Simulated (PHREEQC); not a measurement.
A solution holds 0.0034 mol K2CO3, 1.6e-05 mol H4SiO4 and 9.1e-06 mol CO2 per kg of water, at 25 °C. Closed to the air; pH follows from the charge balance.

All values are PHREEQC results (ion-association model, phreeqc.dat), not measurements.

Each row changes one thing in this solution. This is a speciation only: nothing precipitates in the calculation.

```json
[
 {"case": "as made", "pH": "10.78", "ionic strength (mol/kgw)": "0.00950", "CO3-2 (mol/kgw)": "0.00270", "HCO3- (mol/kgw)": "0.000711", "H3SiO4- (mol/kgw)": "1.45e-5", "H4SiO4 (mol/kgw)": "1.46e-6", "SI of Quartz (SiO2)": "-1.85"},
 {"case": "CO2 left out", "pH": "(withheld)", "ionic strength (mol/kgw)": "0.00950", "CO3-2 (mol/kgw)": "0.00270", "HCO3- (mol/kgw)": "0.000701", "H3SiO4- (mol/kgw)": "1.45e-5", "H4SiO4 (mol/kgw)": "1.44e-6", "SI of Quartz (SiO2)": "-1.86"},
 {"case": "diluted 100-fold with water", "pH": "9.46", "ionic strength (mol/kgw)": "7.22e-5", "CO3-2 (mol/kgw)": "4.19e-6", "HCO3- (mol/kgw)": "2.99e-5", "H3SiO4- (mol/kgw)": "4.83e-8", "H4SiO4 (mol/kgw)": "1.12e-7", "SI of Quartz (SiO2)": "-2.97"},
 {"case": "K2CO3 from 0.0034 to 0.00034 mol/kgw", "pH": "(withheld)", "ionic strength (mol/kgw)": "0.000836", "CO3-2 (mol/kgw)": "0.000156", "HCO3- (mol/kgw)": "0.000193", "H3SiO4- (mol/kgw)": "1.13e-5", "H4SiO4 (mol/kgw)": "4.72e-6", "SI of Quartz (SiO2)": "-1.35"},
 {"case": "K2CO3 replaced by NH4HCO3 at the same molality", "pH": "7.76", "ionic strength (mol/kgw)": "0.00331", "CO3-2 (mol/kgw)": "1.06e-5", "HCO3- (mol/kgw)": "0.00328", "H3SiO4- (mol/kgw)": "1.43e-7", "H4SiO4 (mol/kgw)": "1.59e-5", "SI of Quartz (SiO2)": "-0.82"},
 {"case": "temperature from 25 to 85 °C", "pH": "9.77", "ionic strength (mol/kgw)": "0.00807", "CO3-2 (mol/kgw)": "0.00127", "HCO3- (mol/kgw)": "0.00214", "H3SiO4- (mol/kgw)": "1.28e-5", "H4SiO4 (mol/kgw)": "3.06e-6", "SI of Quartz (SiO2)": "-2.27"},
 {"case": "4.2e-05 mol/kgw NH3 added", "pH": "10.78", "ionic strength (mol/kgw)": "0.00950", "CO3-2 (mol/kgw)": "0.00270", "HCO3- (mol/kgw)": "0.000710", "H3SiO4- (mol/kgw)": "1.45e-5", "H4SiO4 (mol/kgw)": "1.46e-6", "SI of Quartz (SiO2)": "-1.85"}
]
```

Task: Some entries are withheld; supply them.

Result: 
- CO2 left out, pH: 10.79
- K2CO3 from 0.0034 to 0.00034 mol/kgw, pH: 10.19

Species that the database lacks are ignored. Away from 25 °C the constants follow the database's enthalpies or fits; those with neither stay at their 25 °C values.
